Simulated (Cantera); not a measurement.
Input: 1 mol Al, 0.28 mol NH₃, 110 mol H₂, equilibrated at 78000 Pa.

Equilibrium computed with Cantera from the NASA thermochemical tables; the gas is ideal and each condensed phase is pure. Candidate condensed phases: Al, AlN; 13 gas species. The numbers say what is thermodynamically allowed, not how fast it happens.

Which condensed phases are stable at each of these points (T (K)): 2048, 2073, 2098, 2123, 2148, 2173, 2198, 2223?


```json
[
 {"T (K)": "2048", "condensed phases": "AlN(s)", "Al condensed (%)": "24.2"},
 {"T (K)": "2073", "condensed phases": "AlN(s)", "Al condensed (%)": "19.9"},
 {"T (K)": "2098", "condensed phases": "AlN(s)", "Al condensed (%)": "12.1"},
 {"T (K)": "2123", "condensed phases": "gas only", "Al condensed (%)": "0.0"},
 {"T (K)": "2148", "condensed phases": "gas only", "Al condensed (%)": "0.0"},
 {"T (K)": "2173", "condensed phases": "gas only", "Al condensed (%)": "0.0"},
 {"T (K)": "2198", "condensed phases": "gas only", "Al condensed (%)": "0.0"},
 {"T (K)": "2223", "condensed phases": "gas only", "Al condensed (%)": "0.0"}
]
```

From 2048 K to 2098 K the condensed part is AlN(s). From 2123 K to 2223 K nothing is condensed.
